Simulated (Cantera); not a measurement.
## Low-pressure radical oxidation in H2/O2

A perfectly stirred reactor is fed with 14.5 % H₂, 85.5 % O₂, equivalence ratio 0.085, at 0.0220 bar; it is held at 1300 K, and followed from long to short residence time.

Detailed kinetics in Cantera: the H2/O2 subset of GRI-Mech 3.0, which has no nitrogen chemistry. Radical loss at walls, strong at low pressure, is not modelled. The temperature is held fixed by assumption; the heat of reaction is taken as removed at once.

```
τ (s)       x H₂   x O₂  x H₂O      x O    x HO₂
------  --------  -----  -----  -------  -------
0.51    0.000457  0.839  0.154  0.00344  4.14e-6
0.29    0.000651  0.837  0.153  0.00496  5.02e-6
0.16    0.000941  0.834  0.152  0.00726  5.98e-6
0.090    0.00133  0.831  0.151   0.0104  6.90e-6
0.050    0.00189  0.826  0.148   0.0148  7.78e-6
0.028    0.00263  0.819  0.145   0.0206  8.52e-6
0.016    0.00355  0.811  0.140   0.0276  9.05e-6
0.0089   0.00478  0.801  0.135   0.0359  9.40e-6
0.0050   0.00627  0.791  0.128   0.0440  9.54e-6
0.0028   0.00821  0.782  0.122   0.0506  9.54e-6
```
x: mole fraction; the columns are a selection and need not sum to one.
